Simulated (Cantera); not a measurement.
## Ignition delay

Mixture: CH3OH : O2 : N2 = 1 : 3.66 : 13.8 (molar parts), at 2.50 bar, adiabatic and at constant pressure. Ignition delay is the time to a rise of 400 K.

Computed with Cantera and GRI-Mech 3.0 (53 species, 325 reactions). GRI-Mech 3.0 was tuned for natural gas; its chemistry of methanol as a main component is partial and can be far from experiment.

| T0 (K) | delay (ms) |
|---|---|
| 1098 | 33.6 |
| 1173 | 8.33 |
| 1248 | 2.50 |
| 1323 | 0.892 |
| 1398 | 0.370 |
| 1473 | 0.175 |
| 1548 | 0.0925 |

apparent activation energy between 1398 and 1548 K: 170 kJ/mol
